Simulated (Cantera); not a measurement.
A closed system holds: 1 mol SiH2Cl2, 140 mol H2, equilibrated at 923.15 K and 0.133 bar.

Cantera equilibrium calculation (NASA polynomials, part measured and part estimated; ideal gas, pure solids and liquids). Candidate condensed phases: Si; 19 gas species. The tables' values for SiCl3 are old estimates; treat these amounts as uncertain. Equilibrium is a limit: real reactors are often held back by kinetics, nucleation or transport.

What is the equilibrium state?


- x(H2): 0.993
- x(HCl): 0.00341
- x(SiHCl3): 0.00150
- x(SiCl4): 0.00145
- x(SiH2Cl2): 0.000153
- x(SiCl3): 2.46e-5
- x(SiCl2): 1.68e-5
- x(SiH3Cl): 3.85e-6
- n(Si(s)): 0.554 mol
- gas amount: 141.6 mol
